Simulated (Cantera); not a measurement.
An adiabatic, constant-pressure homogeneous reactor starts with 19.6 % H2, 16.9 % O2, 63.5 % N2, at 1448 K and 5.00 bar.

Cantera simulation using GRI-Mech 3.0 (53 species, 325 reactions); the numbers are that mechanism's predictions, not measurements. The hydrogen kinetics of GRI-Mech 3.0 are dated; newer H2 mechanisms differ, most at raised pressure.

Problem. Predict: time of steepest temperature rise; temperature at 6.00 s; equilibrium temperature; x(H2) at 6.00 s; x(O2) at 6.00 s; x(H) at 6.00 s; x(H2O2) at 6.00 s; x(NO) at 6.00 s; x(NO2) at 6.00 s.

Solution. 
```
Property                                                            Result
---------------------------------  ---------------------------------------
time of steepest temperature rise                                  3.46 µs
temperature at 6.00 s                                               2655 K
equilibrium temperature                                             2655 K
x(H2) at 6.00 s                    0.00425 (gas-phase equilibrium 0.00425)
x(O2) at 6.00 s                      0.0667 (gas-phase equilibrium 0.0667)
x(H) at 6.00 s                     0.00140 (gas-phase equilibrium 0.00140)
x(H2O2) at 6.00 s                  1.13e-6 (gas-phase equilibrium 1.13e-6)
x(NO) at 6.00 s                      0.0157 (gas-phase equilibrium 0.0157)
x(NO2) at 6.00 s                   1.51e-5 (gas-phase equilibrium 1.51e-5)
```
